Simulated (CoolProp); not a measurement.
Properties of propylene along the isotherm 399.6 K.

Values from CoolProp's reference Helmholtz-energy equation of state, Lemmon 2013.

```tsv
p (MPa)	phase	cp (kJ/(kg K))	viscosity (µPa s)	conductivity (mW/(m K))
0.19	gas	1.923	11.5	29.0
0.38	gas	1.936	11.5	29.2
0.569	gas	1.951	11.6	29.5
0.759	gas	1.966	11.6	29.8
0.949	gas	1.983	11.7	30.1
1.14	gas	2.000	11.8	30.4
1.33	gas	2.019	11.9	30.8
1.52	gas	2.039	12.0	31.1
1.71	gas	2.060	12.1	31.4
1.9	gas	2.083	12.2	31.8
2.09	gas	2.108	12.3	32.2
2.28	gas	2.135	12.4	32.6
```

Viscosity comes from a separate model (Huber 2003), an estimate that may be off by 10 % or more. Thermal conductivity comes from a separate model (Huber 2003), an estimate that may be off by 10 % or more.
